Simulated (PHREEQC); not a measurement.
Solution (25 °C): 2.1 mmol/kgw Li2CO3. Closed to the air; pH follows from the charge balance.

Equilibrium calculation in PHREEQC: ion-association model, phreeqc.dat.

Each row changes one thing in this solution. No solid was allowed to form.

```csv
case,pH,ionic strength (mol/kgw)
as made,10.69,0.00576
Li2CO3 replaced by LiOH at the same molality,11.29,0.00210
Li2CO3 from 0.0021 to 0.0105 mol/kgw,11.01,0.0303
6.7e-05 mol/kgw NaCl added,10.69,0.00583
Li2CO3 replaced by (NH4)2CO3 at the same molality,9.19,0.00245
5.5e-05 mol/kgw H3BO3 added,10.66,0.00574
diluted 2-fold with water,10.53,0.00279
Li2CO3 from 0.0021 to 0.021 mol/kgw,11.12,0.0613
3.3e-05 mol/kgw KCl added,10.69,0.00579
```
